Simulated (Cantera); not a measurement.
A closed system holds: 1 mol B₂O₃, 3 mol H₂, equilibrated at 1.00 Torr.

Equilibrium computed with Cantera from the NASA thermochemical tables; the gas is ideal and each condensed phase is pure. Candidate condensed phases: B, B₂O₃, B₃O₃H₃, H₂O; 23 gas species. Kinetics and transport are ignored. All values below are at 1625 °C.

Base state: H₂ 0.654, B₂O₃ 0.154, HBO₂ 0.0870, HBO 0.0501, BO 0.0213, H 0.0173, B₂O₂ 0.0123, H₂O 0.00434 (mole fractions); condensed: gas only.

### Question
What changes in the equilibrium state with this change: pressure from 1.00 Torr to 97.5 Torr?

### Answer
```csv
species,before,after
H₂,0.654,0.772
B₂O₃,0.154,0.0956
HBO₂,0.0870,0.0645
BO,0.0213,0.00197
H,0.0173,0.00191
B₂O₂,0.0123,0.0102
HBO,0.0501,0.0497
B₃O₃H₃,1.24e-9,1.15e-5
BO₂,0.000228,1.58e-5
H₂O,0.00434,0.00383
"B₂O₃(l), mol",0,0.411
```
